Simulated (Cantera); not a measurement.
Standard-state values (1 bar) from the NASA 1993 polynomials, evaluated with Cantera. Values are per mole of reaction as written; species without (g) are pure solids or liquids, kept so even where they would boil at 1 bar.

**Question.** Between 498 and 948 K, where is each reaction favourable under standard conditions?
- C + SO2(g) = COS(g) + O(g)
- CO2(g) + 2 S = 2 O(g) + CS2(g)

**Answer.** 
- C + SO2(g) = COS(g) + O(g): ΔG° is 338 kJ at 498 K and 272 kJ at 948 K; it stays positive (K < 1). ΔH° is 412 kJ and ΔS° 148 J/K at 948 K.
- CO2(g) + 2 S = 2 O(g) + CS2(g): ΔG° is 870 kJ at 498 K and 753 kJ at 948 K; it stays positive (K < 1). ΔH° is 994 kJ and ΔS° 253 J/K at 948 K.
